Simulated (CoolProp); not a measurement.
Properties of benzene at several states.

Model: reference Helmholtz-energy equation of state, Thol 2012, in CoolProp.

| T (K) | p (bar) | phase | viscosity (µPa s) | Prandtl number |
|---|---|---|---|---|
| 585.4 | 146 | supercritical | 71.7 | ___ |
| 495.4 | 0.221 | gas | ___ | ___ |
| 422.5 | 118 | liquid | 200 | ___ |
| 484.8 | 12.8 | gas | ___ | ___ |

Problem. Fill in the missing entries.

Solution. 
- 585.4, Prandtl number: 2.46
- 495.4, viscosity (µPa s): 12.4
- 495.4, Prandtl number: 0.746
- 422.5, Prandtl number: 3.79
- 484.8, viscosity (µPa s): 12.1
- 484.8, Prandtl number: 0.769

Viscosity comes from a separate model (Avgeri 2014). Thermal conductivity comes from a separate model (Assael 2012).
